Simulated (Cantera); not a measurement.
Input (Python, Cantera) and output of one run.

```python
import numpy as np
import cantera as ct

gas_names = [...]  # 136 gases of nasa_gas.yaml made of C, H, N, O
cond_names = """
    C(gr) C6H6(L) C7H8(L) C8H18(L),n-octa H2O(s) H2O(L)
""".split()


# ... load() reads the species with a 1 bar reference pressure and builds the phases ...
atoms = {
    'CO': {'C': 1, 'O': 1},
    'NH3': {'N': 1, 'H': 3},
    'N2': {'N': 2},
    'CO2': {'C': 1, 'O': 2},
}
top_T = {'C(gr)': 4500}  # K; cautious upper limits of use, not melting points


# ... equilibrate(T, P, feed) seeds the gas with the atoms and calls Mixture.equilibrate('TP', solver="vcs", rtol=1e-11, max_steps=5000) ...
results = []
feed = {'CO': 1, 'NH3': 2.8, 'N2': 6.6, 'CO2': 0.33}  # mol
T = 2348  # K
P = 1333.22  # Pa
mix = equilibrate(T, P, feed)
results.append((T, P, feed, dict(zip(mix.species_names, mix.species_moles))))
print(gas.report(threshold=1e-05))
for i in range(1, mix.n_phases):
    print(f"{mix.phase(i).name:16s} {mix.phase_moles(i):12.5e} mol")
```

It prints:

```
       temperature   2348 K
          pressure   1333.2 Pa
           density   0.0013505 kg/m^3
  mean mol. weight   19.775 kg/kmol
   phase of matter   gas

                          1 kg             1 kmol
                     ---------------   ---------------
          enthalpy        3.1691e+06         6.267e+07  J
   internal energy        2.1819e+06        4.3147e+07  J
           entropy             14298        2.8275e+05  J/K
    Gibbs function       -3.0403e+07       -6.0123e+08  J
 heat capacity c_p            1810.2             35798  J/K
 heat capacity c_v            1389.8             27484  J/K

                      mass frac. Y      mole frac. X     chem. pot. / RT
                     ---------------   ---------------   ---------------
                CO           0.13345           0.09422           -40.603
               CO2         0.0030761         0.0013822           -63.658
                 H         0.0027432          0.053817           -12.847
                H2          0.025815           0.25323           -25.695
               H2O          0.019471          0.021374           -48.749
                NO        9.7123e-05        6.4009e-05           -39.237
                N2           0.81457           0.57502           -32.365
                 O        9.0798e-05        0.00011223           -23.055
                OH        0.00067161        0.00078094           -35.902
     [ +127 minor]        6.7766e-06        4.4715e-06

C(gr)             0.00000e+00 mol
```

Method: chemical equilibrium by Gibbs-energy minimisation in Cantera with the NASA 1993 tables (ideal gas, pure condensed phases).
